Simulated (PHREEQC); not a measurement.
Nickel, zinc or cadmium bath: an equilibrium model

Solution (80 °C): 0.38 mol/kgw CdCl2, 0.17 mol/kgw KCl and 0.0013 mol/kgw NiCl2. Closed to the air; pH follows from the charge balance.

The numbers come from PHREEQC with the ion-association model, wateq4f.dat.

```
Item                      Result
-----------------  -------------
pH                          4.97
ionic strength     0.420 mol/kgw
activity of water          0.985
```

| species | molality | activity | log γ |
|---|---|---|---|
| Cl- | 0.344 | 0.216 | -0.203 |
| CdCl+ | 0.182 | 0.128 | -0.153 |
| K+ | 0.170 | 0.106 | -0.203 |
| CdCl2 | 0.124 | 0.136 | 0.042 |
| CdCl3- | 0.0530 | 0.0373 | -0.153 |
| Cd+2 | 0.0217 | 0.00532 | -0.611 |
| Ni+2 | 0.00101 | 0.000248 | -0.611 |
| NiCl+ | 0.000191 | 0.000134 | -0.153 |
| NiCl2 | 9.56e-5 | 0.000105 | 0.042 |
| H+ | 1.43e-5 | 1.07e-5 | -0.125 |

This is a speciation only: nothing precipitates in the calculation. At this temperature some constants are extrapolated from 25 °C, and those without enthalpy data are left unchanged.
